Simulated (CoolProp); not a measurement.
Values from CoolProp's reference Helmholtz-energy equation of state, Gao 2022.

### Question
Give the vapour pressure (MPa), liquid density (kg/m³), vapour density (kg/m³), enthalpy of vaporisation (kJ/kg) of saturated n-perfluorobutane at 44.35, 51.65, 58.95 °C.

### Answer
```
T (°C)  p (MPa)  liquid density (kg/m³)  vapour density (kg/m³)  enthalpy of vaporisation (kJ/kg)
------  -------  ----------------------  ----------------------  --------------------------------
44.35     0.476                    1420                    50.5                              80.3
51.65     0.580                    1380                    61.9                              76.9
58.95     0.701                    1350                    75.6                              73.4
```
